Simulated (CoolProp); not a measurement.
Oxygen along the isotherm 155.6 K: Z from the reference equation and from simpler models built on Tc = 154.6 K, pc = 50.46 bar, ω = 0.022; each cubic takes its own stable root.

Computed with CoolProp (reference Helmholtz-energy equation of state, Schmidt 1985).

```csv
p (bar),phase,reference
18,gas,0.8719
36,gas,0.7041
54.1,supercritical,0.2365
72.1,supercritical,0.2551
90.1,supercritical,0.2990
108,supercritical,0.3443
126,supercritical,0.3897
144,supercritical,0.4348
162,supercritical,0.4794
180,supercritical,0.5235
198,supercritical,0.5670
216,supercritical,0.6102
234,supercritical,0.6528
252,supercritical,0.6951
```

Q: How far does each simpler model (van der Waals, Redlich-Kwong, Soave-Redlich-Kwong, Peng-Robinson) lie from the reference over these 14 states: mean and median of the absolute difference, and the worst?

A: 
- van der Waals: mean 26.9 %, median 30.2 %, worst +33.5 % at 155.6 K and 72.1 bar
- Redlich-Kwong: mean 5.3 %, median 3.8 %, worst +18.8 % at 155.6 K and 54.1 bar
- Soave-Redlich-Kwong: mean 5.4 %, median 3.8 %, worst +18.9 % at 155.6 K and 54.1 bar
- Peng-Robinson: mean 5.5 %, median 6.0 %, worst +8.9 % at 155.6 K and 54.1 bar
